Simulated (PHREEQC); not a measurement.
Consider water at 25 °C with 0.058 mol/kgw NH4HF2. Closed to the air; pH follows from the charge balance.

Equilibrium calculation in PHREEQC: ion-association model, phreeqc.dat.

Each row changes one thing in this solution. Precipitation was switched off in this run.

```tsv
case	pH	ionic strength (mol/kgw)	F- (mol/kgw)	HF (mol/kgw)	HF2- (mol/kgw)	NH3 (mol/kgw)
as made	3.09	0.0590	0.0498	0.0479	0.00915	3.17e-8
NH4HF2 from 0.058 to 0.29 mol/kgw	2.98	0.291	0.176	0.173	0.115	9.59e-8
NH4HF2 from 0.058 to 0.0058 mol/kgw	3.23	0.00643	0.00631	0.00505	0.000122	5.18e-9
NH4HF2 from 0.058 to 0.0522 mol/kgw	3.10	0.0531	0.0455	0.0436	0.00762	2.92e-8
```

Species that the database lacks are ignored.
